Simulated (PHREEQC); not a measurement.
PHREEQC input (ion-association model, wateq4f.dat):

```
SOLUTION_SPECIES
  2 NO3- + 12 H+ + 10 e- = N2 + 6 H2O  # shut off: nitrate stays nitrate
    -log_k -100
    -delta_h 0
    -analytic -100
SOLUTION 1
  temp 54
  units mol/kgw
  pH 7 charge
END
SELECTED_OUTPUT 1
  -reset false
  -pH true
  -pe true
  -ionic_strength true
  -water true
  -totals Ca F N Ni N(5) N(3) N(0) N(-3)
  -molalities H+ Ca+2 F- NO3- Ni+2 NH3 CaOH+ O2 NH4+ OH-
    CaF+ HF HF2- NO2- NiF+ NiOH+ Ni(OH)2 Ni(OH)3- H2F2
  -equilibrium_phases Fluorite
  -saturation_indices Portlandite Ni(OH)2
PRINT
  -reset false
USE solution 1
REACTION 1
  Ni(NO3)2 1
  0 0.00208 0.00417 0.00625 0.00833 0.0104 0.0125 0.0146 0.0167 0.0187 0.0208 0.0229 0.025 moles
EQUILIBRIUM_PHASES 1
  Fluorite 0 0.1
  O2(g) -0.68 10
END
```

Selected output (columns that matter, 10 of 13 rows; Ni(NO3)2 added (mol) added in front):

```
Ni(NO3)2 added (mol)	pH	mu	Ca	F	N	Ni	m_H+	m_Ca+2	m_F-	m_NO3-	m_Ni+2	Fluorite	si_Portlandite	si_Ni(OH)2
0	6.7559	0.00072048	0.00024119	0.00048238	0	0	1.8091e-07	0.00023955	0.00048053	0	0	0.099759	-10.95	-1000
0.00208	6.105	0.0070352	0.00027718	0.00055437	0.00416	0.00208	8.5335e-07	0.00027553	0.00053654	0.00416	0.0020631	0.099723	-12.293	-3.4164
0.00625	5.9136	0.019605	0.00031466	0.00062933	0.0125	0.00625	1.3788e-06	0.00031299	0.00058564	0.0125	0.0062067	0.099685	-12.705	-3.4108
0.00833	5.8655	0.025865	0.00032883	0.00065767	0.01666	0.00833	1.5594e-06	0.00032715	0.0006025	0.01666	0.008275	0.099671	-12.81	-3.4121
0.0104	5.8289	0.032091	0.00034138	0.00068277	0.0208	0.0104	1.7136e-06	0.00033969	0.0006168	0.0208	0.010334	0.099659	-12.889	-3.4137
0.0146	5.7737	0.044716	0.00036365	0.00072729	0.0292	0.0146	1.9769e-06	0.00036193	0.0006408	0.0292	0.014513	0.099636	-13.01	-3.4173
0.0167	5.7521	0.051027	0.00037361	0.00074723	0.0334	0.0167	2.0914e-06	0.00037189	0.00065103	0.0334	0.016603	0.099626	-13.057	-3.4191
0.0187	5.734	0.057035	0.00038256	0.00076512	0.0374	0.0187	2.1928e-06	0.00038083	0.00065994	0.0374	0.018594	0.099617	-13.097	-3.4207
0.0229	5.7016	0.069651	0.00039994	0.00079989	0.0458	0.0229	2.3867e-06	0.0003982	0.00067655	0.0458	0.022776	0.0996	-13.167	-3.424
0.025	5.6876	0.075958	0.00040805	0.0008161	0.05	0.025	2.476e-06	0.0004063	0.00068399	0.05	0.024867	0.099592	-13.198	-3.4256
```

Species that the database lacks are ignored. At this temperature some constants are extrapolated from 25 °C, and those without enthalpy data are left unchanged.
